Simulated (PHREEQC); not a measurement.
Make-up at 20 °C: 0.016 mol CuCl2, 0.00013 mol H2SO4 and 5.1e-05 mol FeCl3 per kg of water. Closed to the air; pH follows from the charge balance.

All values are PHREEQC results (ion-association model, phreeqc.dat), not measurements.

Task: The ionic strength comes out as 0.0474 mol/kgw. What activity coefficients do HSO4-, SO4-2, Cl-, FeCl+2, Cu+2 get?

Result: HSO4- 0.83, SO4-2 0.47, Cl- 0.82, FeCl+2 0.47, Cu+2 0.49.

This is a speciation only: nothing precipitates in the calculation. The solution is supersaturated, for example in Hematite (slow to form), Goethite (slow to form), so a real one may precipitate; this is no full list.
